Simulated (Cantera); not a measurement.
An adiabatic, constant-volume homogeneous reactor starts with CO : H2 : CH4 : O2 : N2 = 1 : 1.1 : 0.39 : 0.832 : 9.15 (molar parts), at 1250 K and 3.90 bar.

Cantera simulation using GRI-Mech 3.0 (53 species, 325 reactions); the numbers are that mechanism's predictions, not measurements.

x: mole fraction; the columns are a selection and need not sum to one.

```
t (s)     T (K)  P (bar)    x CO    x H2     x CH4     x HCO     x C2H
--------  -----  -------  ------  ------  --------  --------  --------
7.00e-6    1250     3.90  0.0802  0.0882    0.0313  7.88e-12    <1e-12
2.29e-5    1250     3.90  0.0802  0.0882    0.0313  7.96e-11    <1e-12
7.49e-5    1258     3.92  0.0801  0.0876    0.0308   1.02e-7    <1e-12
0.000245      …     5.59  0.0906  0.0681         …         …         …
0.000801   2190     6.80  0.0906  0.0684  0.000130   8.26e-8   4.52e-8
0.00262    2189     6.80  0.0913  0.0692   2.71e-6   7.95e-8  6.49e-10
0.00857    2189     6.80  0.0913  0.0692  2.53e-10   7.99e-8    <1e-12
0.0280     2189     6.80  0.0913  0.0692  2.42e-10   8.00e-8    <1e-12
0.0917     2189     6.80  0.0913  0.0692  2.39e-10   8.00e-8    <1e-12
0.300      2189     6.80  0.0913  0.0692  2.39e-10   8.00e-8    <1e-12
```

Q: Fill in the missing entries.

A: 
- 0.000245, T (K): 1800
- 0.000245, x CH4: 0.00969
- 0.000245, x HCO: 6.97e-6
- 0.000245, x C2H: 1.14e-7
